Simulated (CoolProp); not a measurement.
A single-stage vapour-compression cycle with ammonia: evaporating at 231.15 K (dew point), condensing at 279.15 K (bubble point), superheat 8 K, subcooling 0 K, compressor efficiency 0.75, no pressure losses. Each further row changes one setting.

The numbers come from the reference Helmholtz-energy equation of state, Gao 2020 in CoolProp.

```csv
case,cooling COP,pressure ratio,discharge temperature (K),refrigerating effect (kJ/kg),volumetric capacity (kJ/m³)
as stated,2.85,8.31,433.7,1190,670
evaporating temperature 236.15 K,3.34,…,412.4,1200,…
condensing temperature 274.15 K,3.25,…,414.3,1220,683
subcooling 5 K,…,8.31,433.7,1220,683
superheat 18 K,…,8.31,…,1220,…
compressor efficiency 0.65,…,8.31,460.3,1190,670
```

Problem. Complete the blanks.

Solution. 
- evaporating temperature 236.15 K, pressure ratio: 6.37
- evaporating temperature 236.15 K, volumetric capacity (kJ/m³): 865
- condensing temperature 274.15 K, pressure ratio: 6.93
- subcooling 5 K, cooling COP: 2.91
- superheat 18 K, cooling COP: 2.78
- superheat 18 K, discharge temperature (K): 450.2
- superheat 18 K, volumetric capacity (kJ/m³): 652
- compressor efficiency 0.65, cooling COP: 2.47
